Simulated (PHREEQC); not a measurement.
A solution holds 0.11 mol HF, 0.009 mol NH4HF2 and 0.00024 mol H4SiO4 per kg of water, at 25 °C. Closed to the air; pH follows from the charge balance.

All values are PHREEQC results (ion-association model, phreeqc.dat), not measurements.

No solid was allowed to form.

Question: What pH does the model give?

Answer: pH 2.16.

Question: In which forms is F present?

Answer: HF 82 %, F- 9.1 %, HF2- 7.3 %, SiF6-2 1.1 % of the F.

Complexes and solids missing from the database can't appear. SiF6-2 is the database's only silicon fluoride.
